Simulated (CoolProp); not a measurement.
The fluid at 298.15 K and 0.861 MPa is compressed adiabatically to 6.86 MPa with isentropic efficiency 0.6. The same conditions are run with several fluids, on thermodynamics alone (safety and materials aside).

The numbers come from the reference Helmholtz-energy equation of state of each fluid (R125: Lemmon 2005; nitrogen: Span 2000; carbon dioxide: Span 1996) in CoolProp.

```json
[
 {"fluid": "R125", "work (kJ/kg)": "56.6", "final temperature (K)": "405.3", "final phase": "supercritical", "final density (kg/m³)": "387"},
 {"fluid": "nitrogen", "work (kJ/kg)": "…", "final temperature (K)": "693.6", "final phase": "supercritical", "final density (kg/m³)": "…"},
 {"fluid": "carbon dioxide", "work (kJ/kg)": "233", "final temperature (K)": "…", "final phase": "gas", "final density (kg/m³)": "67.6"}
]
```

### Question
Some entries are withheld; supply them.

### Answer

- nitrogen, work (kJ/kg): 423
- nitrogen, final density (kg/m³): 32.4
- carbon dioxide, final temperature (K): 552.2
